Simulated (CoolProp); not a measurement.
Properties of cyclohexane along the isobar 1.01 bar (Tc = 280.5 °C, pc = 40.81 bar, ω = 0.209).

Computed with CoolProp (reference Helmholtz-energy equation of state, Zhou 2014).

```
T (°C)   phase  expansivity (1/kK)  fugacity coefficient
------  ------  ------------------  --------------------
52.85   liquid               1.307                0.3923
68.25   liquid               1.364                0.6610
83.65      gas               3.171                0.9651
99.05      gas               2.987                0.9697
114.45     gas               2.827                0.9735
129.85     gas               2.687                0.9767
145.25     gas               2.563                0.9794
160.65     gas               2.451                0.9817
176.05     gas               2.350                0.9837
191.45     gas               2.259                0.9854
206.85     gas               2.175                0.9868
```
